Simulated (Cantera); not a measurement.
Charge: 1 mol B, 0.24 mol H₂O, 0.31 mol N₂, held at 0.113 Torr.

Method: chemical equilibrium by Gibbs-energy minimisation in Cantera with the NASA 1993 tables (ideal gas, pure condensed phases). Candidate condensed phases: B, BN, B₂O₃, B₃O₃H₃, H₂O; 39 gas species. Mutual solubility and eutectic melting of coexisting phases are not modelled. The tables' values for BH₂ are old estimates; treat these amounts as uncertain. The numbers say what is thermodynamically allowed, not how fast it happens.

Problem. At 1627 °C, list the 7 most abundant gas species with their mole fractions, and the condensed phases.

Solution. H₂ 0.408, BO 0.179, N₂ 0.163, HBO 0.110, B₂O₂ 0.0951, H 0.0414, B₂O 0.00201. Condensed: B(s) + BN(s).
